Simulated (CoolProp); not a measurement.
Cyclopentane along the isotherm 276.85 °C: Z from the reference equation and from simpler models built on Tc = 238.6 °C, pc = 4.583 MPa, ω = 0.202; each cubic takes its own stable root.

Values from CoolProp's reference Helmholtz-energy equation of state, Gedanitz 2015.

```csv
p (MPa),phase,reference
3.06,gas,0.7911
6.11,supercritical,0.4906
9.17,supercritical,0.3627
12.2,supercritical,0.4215
15.3,supercritical,0.4950
18.3,supercritical,0.5679
21.4,supercritical,0.6430
24.4,supercritical,0.7150
27.5,supercritical,0.7886
30.6,supercritical,0.8614
33.6,supercritical,0.9311
36.7,supercritical,1.002
39.7,supercritical,1.070
42.8,supercritical,1.140
45.8,supercritical,1.207
```

**Question.** How far does each simpler model (Soave-Redlich-Kwong, Peng-Robinson) lie from the reference over these 15 states: mean and median of the absolute difference, and the worst?

**Answer.** 
- Soave-Redlich-Kwong: mean 5.6 %, median 4.4 %, worst +16.3 % at 276.85 °C and 9.17 MPa
- Peng-Robinson: mean 5.0 %, median 5.8 %, worst -8.8 % at 276.85 °C and 45.8 MPa
